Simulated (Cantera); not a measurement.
A Cantera script and what it prints.

```python
import numpy as np
import cantera as ct

gas_names = """
    H HO2 H2 H2O H2O2 O OH O2 O3 Ti TiO TiO2
""".split()
cond_names = """
    H2O(s) H2O(L) Ti(a) Ti(b) Ti(L) TiO(a) TiO(b) TiO(L) TiO2(ru) TiO2(L) Ti2O3(a) Ti2O3(b) Ti2O3(L)
    Ti3O5(a) Ti3O5(b) Ti3O5(L) Ti4O7(s) Ti4O7(L)
""".split()


# ... load() reads the species with a 1 bar reference pressure and builds the phases ...
atoms = {
    'TiO2': {'Ti': 1, 'O': 2},
    'H2': {'H': 2},
}
top_T = {}  # K; cautious upper limits of use, not melting points


# ... equilibrate(T, P, feed) seeds the gas with the atoms and calls Mixture.equilibrate('TP', solver="vcs", rtol=1e-11, max_steps=5000) ...
results = []
P = 10  # Pa
for T in [1050, 1075, 1100, 1125, 1150, 1175, 1200, 1225, 1250, 1275, 1300, 1325, 1350, 1375]:
    for m in [79, 100, 130, 170, 220, 280, 360, 470]:
        feed = {'TiO2': 1, 'H2': m}  # mol
        mix = equilibrate(T, P, feed)
        results.append((T, P, feed, dict(zip(mix.species_names, mix.species_moles))))

for T, P, feed, n in results:
    print(f"{T:7g} {feed['H2']:10.4g}  " + (" + ".join(c for c in cond_names if n.get(c, 0) > 1e-12) or "gas only"))
```

Output:

```
   1050         79  TiO2(ru) + Ti4O7(s)
   1050        100  TiO2(ru) + Ti4O7(s)
   1050        130  TiO2(ru) + Ti4O7(s)
   1050        170  TiO2(ru) + Ti4O7(s)
   1050        220  TiO2(ru) + Ti4O7(s)
   1050        280  TiO2(ru) + Ti4O7(s)
   1050        360  TiO2(ru) + Ti4O7(s)
   1050        470  TiO2(ru) + Ti4O7(s)
   1075         79  TiO2(ru) + Ti4O7(s)
   1075        100  TiO2(ru) + Ti4O7(s)
   1075        130  TiO2(ru) + Ti4O7(s)
   1075        170  TiO2(ru) + Ti4O7(s)
   1075        220  TiO2(ru) + Ti4O7(s)
   1075        280  TiO2(ru) + Ti4O7(s)
   1075        360  TiO2(ru) + Ti4O7(s)
   1075        470  TiO2(ru) + Ti4O7(s)
   1100         79  TiO2(ru) + Ti4O7(s)
   1100        100  TiO2(ru) + Ti4O7(s)
   1100        130  TiO2(ru) + Ti4O7(s)
   1100        170  TiO2(ru) + Ti4O7(s)
   1100        220  TiO2(ru) + Ti4O7(s)
   1100        280  TiO2(ru) + Ti4O7(s)
   1100        360  TiO2(ru) + Ti4O7(s)
   1100        470  TiO2(ru) + Ti4O7(s)
   1125         79  TiO2(ru) + Ti4O7(s)
   1125        100  TiO2(ru) + Ti4O7(s)
   1125        130  TiO2(ru) + Ti4O7(s)
   1125        170  TiO2(ru) + Ti4O7(s)
   1125        220  TiO2(ru) + Ti4O7(s)
   1125        280  TiO2(ru) + Ti4O7(s)
   1125        360  TiO2(ru) + Ti4O7(s)
   1125        470  TiO2(ru) + Ti4O7(s)
   1150         79  TiO2(ru) + Ti4O7(s)
   1150        100  TiO2(ru) + Ti4O7(s)
   1150        130  TiO2(ru) + Ti4O7(s)
   1150        170  TiO2(ru) + Ti4O7(s)
   1150        220  TiO2(ru) + Ti4O7(s)
   1150        280  TiO2(ru) + Ti4O7(s)
   1150        360  TiO2(ru) + Ti4O7(s)
   1150        470  Ti4O7(s)
   1175         79  TiO2(ru) + Ti4O7(s)
   1175        100  TiO2(ru) + Ti4O7(s)
   1175        130  TiO2(ru) + Ti4O7(s)
   1175        170  TiO2(ru) + Ti4O7(s)
   1175        220  TiO2(ru) + Ti4O7(s)
   1175        280  TiO2(ru) + Ti4O7(s)
   1175        360  Ti4O7(s)
   1175        470  Ti4O7(s)
   1200         79  TiO2(ru) + Ti4O7(s)
   1200        100  TiO2(ru) + Ti4O7(s)
   1200        130  TiO2(ru) + Ti4O7(s)
   1200        170  TiO2(ru) + Ti4O7(s)
   1200        220  TiO2(ru) + Ti4O7(s)
   1200        280  Ti4O7(s)
   1200        360  Ti4O7(s)
   1200        470  Ti4O7(s)
   1225         79  TiO2(ru) + Ti4O7(s)
   1225        100  TiO2(ru) + Ti4O7(s)
   1225        130  TiO2(ru) + Ti4O7(s)
   1225        170  TiO2(ru) + Ti4O7(s)
   1225        220  Ti4O7(s)
   1225        280  Ti4O7(s)
   1225        360  Ti4O7(s)
   1225        470  Ti4O7(s)
   1250         79  TiO2(ru) + Ti4O7(s)
   1250        100  TiO2(ru) + Ti4O7(s)
   1250        130  TiO2(ru) + Ti4O7(s)
   1250        170  Ti4O7(s)
   1250        220  Ti4O7(s)
   1250        280  Ti4O7(s)
   1250        360  Ti4O7(s)
   1250        470  Ti4O7(s)
   1275         79  TiO2(ru) + Ti4O7(s)
   1275        100  TiO2(ru) + Ti4O7(s)
   1275        130  Ti4O7(s)
   1275        170  Ti4O7(s)
   1275        220  Ti4O7(s)
   1275        280  Ti4O7(s)
   1275        360  Ti4O7(s)
   1275        470  Ti4O7(s)
   1300         79  TiO2(ru) + Ti4O7(s)
   1300        100  Ti4O7(s)
   1300        130  Ti4O7(s)
   1300        170  Ti4O7(s)
   1300        220  Ti4O7(s)
   1300        280  Ti4O7(s)
   1300        360  Ti4O7(s)
   1300        470  Ti3O5(b) + Ti4O7(s)
   1325         79  Ti4O7(s)
   1325        100  Ti4O7(s)
   1325        130  Ti4O7(s)
   1325        170  Ti4O7(s)
   1325        220  Ti4O7(s)
   1325        280  Ti4O7(s)
   1325        360  Ti3O5(b) + Ti4O7(s)
   1325        470  Ti3O5(b)
   1350         79  Ti4O7(s)
   1350        100  Ti4O7(s)
   1350        130  Ti4O7(s)
   1350        170  Ti4O7(s)
   1350        220  Ti4O7(s)
   1350        280  Ti3O5(b) + Ti4O7(s)
   1350        360  Ti3O5(b)
   1350        470  Ti3O5(b)
   1375         79  Ti4O7(s)
   1375        100  Ti4O7(s)
   1375        130  Ti4O7(s)
   1375        170  Ti4O7(s)
   1375        220  Ti3O5(b) + Ti4O7(s)
   1375        280  Ti3O5(b)
   1375        360  Ti3O5(b)
   1375        470  Ti3O5(b)
```

Method: chemical equilibrium by Gibbs-energy minimisation in Cantera with the NASA 1993 tables (ideal gas, pure condensed phases). Mutual solubility and eutectic melting of coexisting phases are not modelled. Condensed phases not in the tables: Magnéli phases beyond Ti4O7.
